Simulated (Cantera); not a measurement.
Feed: 1 mol Si2H6, 17 mol H2O, 6 mol N2, at 0.00390 bar.

Cantera equilibrium calculation (NASA polynomials, part measured and part estimated; ideal gas, pure solids and liquids). Candidate condensed phases: H2O, Si, SiO2, Si2N2O, Si3N4; 35 gas species. The feed counts by its element totals alone. The tables hold silica as quartz up to 1696 K and as liquid above; real silica turns to tridymite and cristobalite and melts near 1996 K. The numbers say what is thermodynamically allowed, not how fast it happens.

### Question
Which condensed phases are stable at each of these points (T (K)): 1098, 1173, 1248, 1323, 1398, 1473, 1548, 1623, 1698, 1773, 1848, 1923?

### Answer
| T (K) | condensed phases | Si condensed (%) |
|---|---|---|
| 1098 | SiO2(β-quartz) | 100.0 |
| 1173 | SiO2(β-quartz) | 100.0 |
| 1248 | SiO2(β-quartz) | 100.0 |
| 1323 | SiO2(β-quartz) | 100.0 |
| 1398 | SiO2(β-quartz) | 100.0 |
| 1473 | SiO2(β-quartz) | 100.0 |
| 1548 | SiO2(β-quartz) | 100.0 |
| 1623 | SiO2(β-quartz) | 100.0 |
| 1698 | SiO2(condensed) | 100.0 |
| 1773 | SiO2(condensed) | 99.8 |
| 1848 | SiO2(condensed) | 99.0 |
| 1923 | SiO2(condensed) | 96.4 |

From 1098 K to 1623 K the condensed part is SiO2(β-quartz). From 1698 K to 1923 K the condensed part is SiO2(condensed).
